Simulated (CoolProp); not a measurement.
Vapour pressure (MPa) of R1224YDZ: the reference equation beside estimates from Tc = 428.7 K, pc = 3.334 MPa, ω = 0.325.

The numbers come from the reference Helmholtz-energy equation of state, Akasaka 2023 in CoolProp.

| T (K) | reference | Redlich-Kwong | Soave-Redlich-Kwong |
|---|---|---|---|
| 226.8 | 0.004292 | 0.01594 | 0.004366 |
| 234 | 0.006923 | 0.02348 | 0.006998 |
| 241.1 | 0.01072 | 0.03345 | 0.01079 |
| 248.2 | 0.01611 | 0.04647 | … |
| 255.3 | 0.02354 | 0.06309 | 0.02354 |
| 262.4 | 0.03356 | 0.08393 | 0.03351 |
| 269.5 | 0.04678 | 0.1096 | 0.04665 |
| 276.6 | … | 0.1408 | 0.06367 |
| 283.7 | 0.08557 | … | … |
| 290.8 | 0.1127 | 0.2223 | … |
| 297.9 | 0.1462 | 0.2740 | 0.1459 |
| 305 | 0.1869 | 0.3339 | 0.1867 |
| 312.2 | 0.2365 | 0.4036 | 0.2367 |
| 319.3 | 0.2948 | 0.4820 | 0.2954 |
| 326.4 | 0.3634 | 0.5705 | 0.3648 |

Q: Complete the blanks.

A: 
- 248.2, Soave-Redlich-Kwong: 0.01615
- 276.6, reference: 0.06387
- 283.7, Redlich-Kwong: 0.1782
- 283.7, Soave-Redlich-Kwong: 0.08531
- 290.8, Soave-Redlich-Kwong: 0.1124

Absolute difference from the reference over all 15 rows, mean and median: Redlich-Kwong 136.4 and 120.4 %, Soave-Redlich-Kwong 0.4 and 0.3 %.
